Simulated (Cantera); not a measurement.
What does this Cantera script print?

```python
import numpy as np
import cantera as ct

gas_names = """
    F F2 H HF H2 H2F2 H3F3 H4F4 H5F5 H6F6 H7F7 N NF NF2 NF3 NH NH2 NH3 N2 N2H2 N2H4 Si SiF SiF2 SiF3
    SiF4 SiH SiHF3 SiH2 SiH2F2 SiH3 SiH3F SiH4 SiN Si2 Si2N Si3
""".split()
cond_names = """
    Si(cr) Si(L) Si3N4(a)
""".split()


# ... load() reads the species with a 1 bar reference pressure and builds the phases ...
atoms = {
    'Si': {'Si': 1},
    'NF3': {'N': 1, 'F': 3},
    'H2': {'H': 2},
}
top_T = {'Si3N4(a)': 2400}  # K; cautious upper limits of use, not melting points


# ... equilibrate(T, P, feed) seeds the gas with the atoms and calls Mixture.equilibrate('TP', solver="vcs", rtol=1e-11, max_steps=5000) ...
results = []
feed = {'Si': 1, 'NF3': 3.3, 'H2': 26}  # mol
T = 848.15  # K
P = 1000  # Pa
mix = equilibrate(T, P, feed)
results.append((T, P, feed, dict(zip(mix.species_names, mix.species_moles))))
print(gas.report(threshold=1e-06))
for i in range(1, mix.n_phases):
    print(f"{mix.phase(i).name:16s} {mix.phase_moles(i):12.5e} mol")
```

It prints:

```
       temperature   848.15 K
          pressure   1000 Pa
           density   0.0014127 kg/m^3
  mean mol. weight   9.9623 kg/kmol
   phase of matter   gas

                          1 kg             1 kmol
                     ---------------   ---------------
          enthalpy       -8.5095e+06       -8.4774e+07  J
   internal energy       -9.2173e+06       -9.1826e+07  J
           entropy             22518        2.2433e+05  J/K
    Gibbs function       -2.7608e+07       -2.7504e+08  J
 heat capacity c_p            3222.2             32101  J/K
 heat capacity c_v            2387.6             23786  J/K

                      mass frac. Y      mole frac. X     chem. pot. / RT
                     ---------------   ---------------   ---------------
                HF           0.37495           0.18671           -67.227
                H2           0.14761           0.72943           -22.033
               NH3        4.5935e-06         2.687e-06           -49.055
                N2           0.14683          0.052214           -32.013
              SiF4           0.33061          0.031646           -275.14
     [  +32 minor]        2.2586e-07        4.0109e-08

Si(cr)            0.00000e+00 mol
Si3N4(a)          0.00000e+00 mol
```

Equilibrium computed with Cantera from the NASA thermochemical tables; the gas is ideal and each condensed phase is pure.
